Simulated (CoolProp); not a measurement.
Saturated liquid density (kg/m³) of R245ca: the reference equation beside estimates from Tc = 447.6 K, pc = 3.941 MPa, ω = 0.355. Rackett uses Z = 0.29056 − 0.08775 ω.

The numbers come from the reference Helmholtz-energy equation of state, Zhou 2016 in CoolProp.

```json
[
 {"T (K)": "282.7", "reference": "1425", "Rackett": "1509", "van der Waals": "855.7", "Soave-Redlich-Kwong": "1316", "Peng-Robinson": "1486"},
 {"T (K)": "302", "reference": "1378", "Rackett": "1456", "van der Waals": "827.7", "Soave-Redlich-Kwong": "1271", "Peng-Robinson": "1438"},
 {"T (K)": "321.2", "reference": "1328", "Rackett": "1401", "van der Waals": "797.6", "Soave-Redlich-Kwong": "1221", "Peng-Robinson": "1383"},
 {"T (K)": "340.4", "reference": "1274", "Rackett": "…", "van der Waals": "764.8", "Soave-Redlich-Kwong": "1165", "Peng-Robinson": "…"},
 {"T (K)": "359.6", "reference": "1216", "Rackett": "…", "van der Waals": "728.5", "Soave-Redlich-Kwong": "1100", "Peng-Robinson": "…"},
 {"T (K)": "378.8", "reference": "1151", "Rackett": "…", "van der Waals": "687.8", "Soave-Redlich-Kwong": "1024", "Peng-Robinson": "…"},
 {"T (K)": "398", "reference": "1076", "Rackett": "1124", "van der Waals": "640.6", "Soave-Redlich-Kwong": "933.4", "Peng-Robinson": "1058"},
 {"T (K)": "417.2", "reference": "980.6", "Rackett": "1023", "van der Waals": "582.8", "Soave-Redlich-Kwong": "820.0", "Peng-Robinson": "…"}
]
```

Complete the blanks.


- 340.4, Rackett: 1341
- 340.4, Peng-Robinson: 1320
- 359.6, Rackett: 1277
- 359.6, Peng-Robinson: 1248
- 378.8, Rackett: 1206
- 378.8, Peng-Robinson: 1162
- 417.2, Peng-Robinson: 926.4

Absolute difference from the reference over all 8 rows, mean and median: Rackett 5.1 and 5.1 %, van der Waals 40.1 and 40.0 %, Soave-Redlich-Kwong 10.3 and 9.0 %, Peng-Robinson 3.4 and 3.9 %.
